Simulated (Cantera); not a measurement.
**Thermodynamics of abatement and gas-phase synthesis, feed SF₆ + SO₂ + O₂**

Charge: 1 mol SF₆, 0.24 mol SO₂, 6.7 mol O₂, at 1.30 mbar.

Equilibrium computed with Cantera from the NASA thermochemical tables; the gas is ideal and each condensed phase is pure. Candidate condensed phases: S; 45 gas species. Ions and electrons are included (thermal ionisation). Rates play no part.

```tsv
T (K)	log p O	log p F	log p O₂	log p SO₂	log p S	log p SO	log p e-
2500	-3.55	-3.27	-3.42	-4.08	-5.76	-4.62	-12.59
3000	-3.11	-3.41	-4.32	-5.53	-4.29	-4.57	-9.77
3500	-3.07	-3.43	-5.53	-8.01	-4.13	-5.70	-8.34
4000	-3.07	-3.43	-6.48	-10.04	-4.12	-6.69	-7.34
4500	-3.07	-3.43	-7.23	-11.64	-4.12	-7.47	-6.55
5000	-3.07	-3.43	-7.83	-12.93	-4.12	-8.10	-5.91
```
log p: log10 of the partial pressure in bar; nothing condenses.

From 2500 K to 5000 K nothing is condensed.
